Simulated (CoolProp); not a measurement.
Vapour-liquid equilibrium of toluene (1) + p-xylene (2) at 54.75 °C; x and y are mole fractions of (1).

Model: multi-fluid Helmholtz-energy mixture model, Lemmon 2006 and Zhou 2012; pair parameters Bell 2016, in CoolProp.

```csv
x,bubble pressure (kPa),y at the bubble point,dew pressure at overall composition x (kPa),liquid density (mol/L)
0.05,5.908,0.128,5.602,7.879
0.125,?,0.285,5.896,7.962
0.2,7.380,0.411,6.224,?
0.275,8.117,0.515,?,8.132
0.35,8.852,0.601,7.002,8.220
0.425,9.582,0.673,7.469,8.309
0.5,?,0.735,8.003,8.400
0.575,11.02,0.789,8.620,8.492
0.65,11.73,0.836,9.338,8.586
0.725,?,0.877,10.18,?
0.8,13.14,0.915,11.19,8.781
0.875,?,0.949,12.40,8.881
0.95,14.53,0.980,13.86,8.984
```

Question: What belongs in the gaps?

Answer: 
- 0.125, bubble pressure (kPa): 6.642
- 0.2, liquid density (mol/L): 8.046
- 0.275, dew pressure at overall composition x (kPa): 6.590
- 0.5, bubble pressure (kPa): 10.31
- 0.725, bubble pressure (kPa): 12.44
- 0.725, liquid density (mol/L): 8.683
- 0.875, bubble pressure (kPa): 13.83

No azeotrope shows between x = 0.05 and 0.95.

The pair parameters rest on a limited set of measurements; away from them the model extrapolates.
